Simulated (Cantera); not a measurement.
Input (Python, Cantera) and output of one run.

```python
import numpy as np
import cantera as ct

gas_names = """
    H2S H2
""".split()
cond_names = """
    Ni(cr) Ni(L) NiS(b) NiS(a) NiS(L) S(cr1) S(cr2) S(L) NiS2(s) NiS2(L)
""".split()


# ... load() reads the species with a 1 bar reference pressure and builds the phases ...
species = {s.name: s for s in load("nasa_gas.yaml", gas_names) + load("nasa_condensed.yaml", cond_names)}
# Each term lists the table entries of one substance; the one whose range holds T is used.
reactions = {
    'H2S(g) + Ni = H2(g) + NiS':
        [(-1, ['H2S']), (-1, ['Ni(cr)', 'Ni(L)']), (1, ['H2']), (1, ['NiS(b)', 'NiS(a)', 'NiS(L)'])],
    'NiS = S + Ni':
        [(-1, ['NiS(b)', 'NiS(a)', 'NiS(L)']), (1, ['S(cr1)', 'S(cr2)', 'S(L)']), (1, ['Ni(cr)', 'Ni(L)'])],
    'NiS2 = NiS + S':
        [(-1, ['NiS2(s)', 'NiS2(L)']), (1, ['NiS(b)', 'NiS(a)', 'NiS(L)']), (1, ['S(cr1)', 'S(cr2)', 'S(L)'])],
}


def pick(names, T):
    return next(species[n] for n in names if species[n].thermo.min_temp <= T <= species[n].thermo.max_temp)


results = []
for label, terms in reactions.items():
    print(label)
    print("     T/K   dH/kJ  dS/(J/K)   dG/kJ   log10 K")
    for T in [948, 973, 998, 1023, 1048, 1073]:
        used = [(nu, pick(names, T)) for nu, names in terms]
        dH = sum(nu * s.thermo.h(T) for nu, s in used) / 1e6
        dS = sum(nu * s.thermo.s(T) for nu, s in used) / 1e3
        dG = dH - T * dS / 1e3
        logK = -dG * 1e6 / (ct.gas_constant * T * np.log(10))
        results.append((label, T, dH, dS, dG, logK, [s.name for _, s in used]))
        print(f"{T:8g} {dH:8.1f} {dS:8.1f} {dG:8.1f} {logK:8.2f}")
```

Result:

```
H2S(g) + Ni = H2(g) + NiS
     T/K   dH/kJ  dS/(J/K)   dG/kJ   log10 K
     948    -52.2    -26.1    -27.4     1.51
     973    -51.8    -25.7    -26.7     1.44
     998    -51.4    -25.3    -26.1     1.37
    1023    -51.0    -25.0    -25.5     1.30
    1048    -50.6    -24.6    -24.8     1.24
    1073    -50.2    -24.2    -24.2     1.18
NiS = S + Ni
     T/K   dH/kJ  dS/(J/K)   dG/kJ   log10 K
     948     89.8     16.0     74.7    -4.12
     973     89.9     16.1     74.3    -3.99
     998     90.0     16.1     73.9    -3.87
    1023     90.0     16.1     73.5    -3.75
    1048     90.0     16.1     73.1    -3.64
    1073     89.9     16.1     72.7    -3.54
NiS2 = NiS + S
     T/K   dH/kJ  dS/(J/K)   dG/kJ   log10 K
     948     58.8     40.0     20.9    -1.15
     973     59.1     40.3     19.9    -1.07
     998     59.4     40.6     18.8    -0.99
    1023     59.6     40.8     17.8    -0.91
    1048     59.8     41.1     16.8    -0.84
    1073     60.1     41.3     15.8    -0.77
```

Source: NASA polynomial tables (part measured, part estimated), evaluated in Cantera. Condensed species are held in their standard states even where they would react or evaporate.
